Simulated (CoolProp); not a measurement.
Properties of carbonyl sulfide along the isotherm 346.85 °C (Tc = 105.6 °C, pc = 6.369 MPa, ω = 0.098).

Computed with CoolProp (reference Helmholtz-energy equation of state, Lemmon 2006). It is a short technical equation, of lower accuracy than the large ones.

```json
[
 {"p (MPa)": "3.98", "phase": "gas", "speed of sound (m/s)": "314.3", "isothermal compressibility (1/MPa)": "0.2606", "fugacity coefficient": "0.9623"},
 {"p (MPa)": "7.96", "phase": "supercritical", "speed of sound (m/s)": "311.5", "isothermal compressibility (1/MPa)": "0.1340", "fugacity coefficient": "0.9277"},
 {"p (MPa)": "11.9", "phase": "supercritical", "speed of sound (m/s)": "311.9", "isothermal compressibility (1/MPa)": "0.09090", "fugacity coefficient": "0.8968"},
 {"p (MPa)": "15.9", "phase": "supercritical", "speed of sound (m/s)": "316.2", "isothermal compressibility (1/MPa)": "0.06763", "fugacity coefficient": "0.8688"},
 {"p (MPa)": "19.9", "phase": "supercritical", "speed of sound (m/s)": "324.9", "isothermal compressibility (1/MPa)": "0.05243", "fugacity coefficient": "0.8446"},
 {"p (MPa)": "23.9", "phase": "supercritical", "speed of sound (m/s)": "337.8", "isothermal compressibility (1/MPa)": "0.04135", "fugacity coefficient": "0.8241"},
 {"p (MPa)": "27.9", "phase": "supercritical", "speed of sound (m/s)": "354.5", "isothermal compressibility (1/MPa)": "0.03292", "fugacity coefficient": "0.8074"},
 {"p (MPa)": "31.8", "phase": "supercritical", "speed of sound (m/s)": "373.5", "isothermal compressibility (1/MPa)": "0.02659", "fugacity coefficient": "0.7946"}
]
```
